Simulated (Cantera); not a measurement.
Cantera run:

```python
import numpy as np
import cantera as ct

gas_names = """
    B BCL BCL2 BCL3 BH BH2 BH3 BO BOCL BO2 B2 B2O B2O2 B2O3 B3O3CL3 B3O3H3 CL CLO CL2 H HBO HBO2 HCL
    HOCL HO2 H2 H2O H2O2 H3B3O6 O OH O2 O3
""".split()
cond_names = """
    B(b) B(L) B2O3(L) B3O3H3(cr) H2O(s) H2O(L)
""".split()


# ... load() reads the species with a 1 bar reference pressure and builds the phases ...
atoms = {
    'BCl3': {'B': 1, 'CL': 3},
    'H2O': {'H': 2, 'O': 1},
}
top_T = {}  # K; cautious upper limits of use, not melting points


# ... equilibrate(T, P, feed) seeds the gas with the atoms and calls Mixture.equilibrate('TP', solver="vcs", rtol=1e-11, max_steps=5000) ...
results = []
feed = {'BCl3': 1, 'H2O': 0.24}  # mol
T = 1248.15  # K
P = 133.322  # Pa
mix = equilibrate(T, P, feed)
results.append((T, P, feed, dict(zip(mix.species_names, mix.species_moles))))
print(gas.report(threshold=1e-05))
for i in range(1, mix.n_phases):
    print(f"{mix.phase(i).name:16s} {mix.phase_moles(i):12.5e} mol")
```

It prints:

```
       temperature   1248.2 K
          pressure   133.32 Pa
           density   0.001179 kg/m^3
  mean mol. weight   91.769 kg/kmol
   phase of matter   gas

                          1 kg             1 kmol
                     ---------------   ---------------
          enthalpy       -3.2702e+06       -3.0011e+08  J
   internal energy       -3.3833e+06       -3.1048e+08  J
           entropy            4485.5        4.1163e+05  J/K
    Gibbs function       -8.8688e+06       -8.1389e+08  J
 heat capacity c_p            766.02             70297  J/K
 heat capacity c_v            675.42             61982  J/K

                      mass frac. Y      mole frac. X     chem. pot. / RT
                     ---------------   ---------------   ---------------
              BCL2        1.9744e-05        2.2175e-05           -62.032
              BCL3           0.73295           0.57411           -86.682
              BOCL         0.0027257         0.0040177           -75.293
              B2O3        8.3787e-06        1.1045e-05            -139.2
           B3O3CL3           0.12024          0.059075           -225.88
                CL        0.00012471        0.00032285            -24.65
               HCL           0.14393           0.36228             -41.4
                H2        3.3274e-06        0.00015147           -33.499
     [  +25 minor]        6.6941e-06        1.3112e-05

B(b)              0.00000e+00 mol
B2O3(L)           0.00000e+00 mol
B3O3H3(cr)        0.00000e+00 mol
```

Method: chemical equilibrium by Gibbs-energy minimisation in Cantera with the NASA 1993 tables (ideal gas, pure condensed phases). The tables' values for BOCl, BCl2 are old estimates; treat these amounts as uncertain.
